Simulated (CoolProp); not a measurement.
Saturation properties of R11 (Tc = 198.0 °C, pc = 4.408 MPa, ω = 0.189).

Values from CoolProp's reference Helmholtz-energy equation of state, Jacobsen 1992.

```tsv
T (°C)	p (MPa)	vapour density (kg/m³)	liquid cp (kJ/(kg K))	liquid viscosity (µPa s)	liquid conductivity (mW/(m K))
-34.75	0.006991	0.4875	0.8354	882	105
-27.15	0.01077	0.7292	0.8401	791	102
-19.55	0.01610	1.060	0.8450	715	100
-11.85	0.02353	1.508	0.8503	649	97.7
-4.25	0.03338	2.087	0.8558	592	95.4
3.35	0.04632	2.828	0.8617	543	93.1
10.95	0.06299	3.762	0.8679	500	90.9
18.65	0.08440	4.938	0.8748	462	88.6
26.25	0.1108	6.360	0.8820	428	86.4
33.85	0.1432	8.080	0.8898	397	84.3
41.45	0.1825	10.14	0.8981	370	82.2
49.15	0.2303	12.62	0.9072	344	80.0
```

It boils at 23.7 °C under 1 atm.

Viscosity comes from a separate model (Klein 1997), an estimate that may be off by 10 % or more. Thermal conductivity comes from a separate model (McLinden 2000), an estimate that may be off by 10 % or more.
